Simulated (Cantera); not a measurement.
An isothermal, constant-pressure homogeneous reactor starts with N2O : H2 : N2 = 1 : 0.024 : 7 (molar parts), at 1548 K and 10.00 Torr.

Computed with Cantera and GRI-Mech 3.0 (53 species, 325 reactions). GRI-Mech 3.0 was tuned for natural gas; its chemistry of N2O as a main component is partial and can be far from experiment. Radical loss at walls, strong at low pressure, is not modelled. The temperature is held fixed by assumption; the heat of reaction is taken as removed at once.

Problem. Predict: x(N2O) at 40.0 s; x(H2) at 40.0 s; x(NO) at 40.0 s; x(O) at 40.0 s; x(O2) at 40.0 s; x(H2O) at 40.0 s.

Solution. 
```json
{
 "x(N2O) at 40.0 s": "1.78e-7 (gas-phase equilibrium 6.69e-9)",
 "x(H2) at 40.0 s": "4.08e-7 (gas-phase equilibrium 3.61e-7)",
 "x(NO) at 40.0 s": "0.0245 (gas-phase equilibrium 0.000877)",
 "x(O) at 40.0 s": "1.42e-5 (gas-phase equilibrium 1.59e-5)",
 "x(O2) at 40.0 s": "0.0450 (gas-phase equilibrium 0.0569)",
 "x(H2O) at 40.0 s": "0.00280 (gas-phase equilibrium 0.00280)"
}
```
